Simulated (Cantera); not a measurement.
Input: 1 mol SiH2Cl2, 0.16 mol C3H8, 64 mol H2, a varied amount of C2H4, held at 2400 K and 0.100 bar.

Cantera equilibrium calculation (NASA polynomials, part measured and part estimated; ideal gas, pure solids and liquids). Candidate condensed phases: C, C6H6, C7H8, C8H18, Si, SiC; 109 gas species. Gases not in the tables: Si2H6 and higher silanes. Rates play no part.

**Question.** What share of the Si ends up in condensed phases as a function of n(C2H4) (mol), at 0.045, 0.064, 0.091, 0.13, 0.18, 0.26, 0.37, 0.52, 0.74, 1?

**Answer.** 
```json
[
 {"n(C2H4) (mol)": "0.045", "Si condensed (%)": "19.9", "as": "SiC(s)"},
 {"n(C2H4) (mol)": "0.064", "Si condensed (%)": "22.1", "as": "SiC(s)"},
 {"n(C2H4) (mol)": "0.091", "Si condensed (%)": "25.1", "as": "SiC(s)"},
 {"n(C2H4) (mol)": "0.13", "Si condensed (%)": "29.0", "as": "SiC(s)"},
 {"n(C2H4) (mol)": "0.18", "Si condensed (%)": "33.5", "as": "SiC(s)"},
 {"n(C2H4) (mol)": "0.26", "Si condensed (%)": "39.6", "as": "SiC(s)"},
 {"n(C2H4) (mol)": "0.37", "Si condensed (%)": "46.0", "as": "SiC(s)"},
 {"n(C2H4) (mol)": "0.52", "Si condensed (%)": "52.1", "as": "SiC(s)"},
 {"n(C2H4) (mol)": "0.74", "Si condensed (%)": "52.6", "as": "SiC(s)"},
 {"n(C2H4) (mol)": "1", "Si condensed (%)": "52.3", "as": "SiC(s)"}
]
```
